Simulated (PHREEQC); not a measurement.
Dissolve 1.6 mmol/kgw Na2SO4, 37 mmol/kgw CuCl2 and 1.6 mmol/kgw HBF4 at 29 °C. Closed to the air; pH follows from the charge balance.

Model: ion-association model, phreeqc.dat, run in PHREEQC.

The pH is 2.77 and the ionic strength is 0.108 mol/kgw. The density is 1.001 g/cm³. The total alkalinity is -6.40 meq/kg.

```
species  molality  activity   log γ
-------  --------  --------  ------
Cl-        0.0709    0.0539  -0.119
Cu+2       0.0330    0.0128  -0.410
Na+       0.00319   0.00249  -0.108
CuCl+     0.00296   0.00226  -0.118
HF        0.00230   0.00235   0.011
H+        0.00208   0.00170  -0.086
```

No solid was allowed to form. Complexes and solids missing from the database can't appear. Real BF4- forms and hydrolyses slowly; the run takes it at equilibrium.
